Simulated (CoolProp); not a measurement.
Carbonyl sulfide along the isotherm 304.6 K: fugacity coefficient from the reference equation and from simpler models built on Tc = 378.8 K, pc = 6.369 MPa, ω = 0.098; each cubic takes its own stable root.

Computed with CoolProp (reference Helmholtz-energy equation of state, Lemmon 2006). It is a short technical equation, of lower accuracy than the large ones.

```
p (MPa)   phase  reference  van der Waals  Redlich-Kwong  Soave-Redlich-Kwong
-------  ------  ---------  -------------  -------------  -------------------
0.101       gas     0.9897         0.9921         0.9900               0.9898
0.152       gas     0.9845         0.9881         0.9850               0.9847
0.229       gas     0.9767         0.9821         0.9774               0.9770
0.346       gas     0.9647         0.9730         0.9659               0.9652
0.522       gas     0.9468         0.9593         0.9487               0.9476
0.787       gas     0.9198         0.9387         0.9228               0.9212
1.19        gas     0.8786         0.9073         0.8835               0.8811
1.79     liquid     0.7139         0.8603         0.7670               0.7230
2.7      liquid     0.4839         0.7498         0.5211               0.4910
4.08     liquid     0.3311         0.5226         0.3577               0.3369
6.15     liquid     0.2309         0.3741         0.2506               0.2358
9.27     liquid     0.1650         0.2776         0.1802               0.1694
14       liquid     0.1220         0.2167         0.1344               0.1262
21.1     liquid    0.09538         0.1826         0.1061              0.09954
31.8     liquid    0.08055         0.1716        0.09082              0.08503
```

At some of these states van der Waals gives the other phase, because its saturation line lies elsewhere.
